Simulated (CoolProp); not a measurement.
Values from CoolProp's reference Helmholtz-energy equation of state, Gao 2022.

Task: For n-perfluorobutane, give the phase and the density (kg/m³), cp (kJ/(kg K)), cv (kJ/(kg K)), isothermal compressibility (1/MPa) at 176.6 K and 0.196 bar; 217.2 K and 0.145 bar; 179 K and 12 bar.

Result: 
- 176.6 K and 0.196 bar: liquid; density 1920, cp 1.01, cv 0.737, isothermal compressibility 0.00122
- 217.2 K and 0.145 bar: liquid; density 1780, cp 1.04, cv 0.790, isothermal compressibility 0.00179
- 179 K and 12 bar: liquid; density 1920, cp 1.01, cv 0.740, isothermal compressibility 0.00123
